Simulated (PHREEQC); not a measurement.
**Acid mine or pickling water**

Synthetic water in mg/L, 80 °C, pH 3.78, pe 12.4: Na 52.6; K 81.8; Ca 51.6; Mg 120; Cl 59.3; S(6) as SO4 745; O(0) (dissolved oxygen) 4.1; Mn(2) 24.5; Al 1.15.

Valence states are taken as typed.

The numbers come from PHREEQC with the ion-association model, phreeqc.dat.

Precipitation was switched off in this run.

Question: What ionic strength, charge-balance error, specific conductance does the model give?

Answer: ionic strength 0.0193 mol/kgw; charge-balance error 4.5 %; specific conductance 3310 µS/cm.

Question: In which forms is Na present?

Answer: Na+ 98 %, NaSO4- 1.6 % of the Na.

Away from 25 °C the constants follow the database's enthalpies or fits; those with neither stay at their 25 °C values.
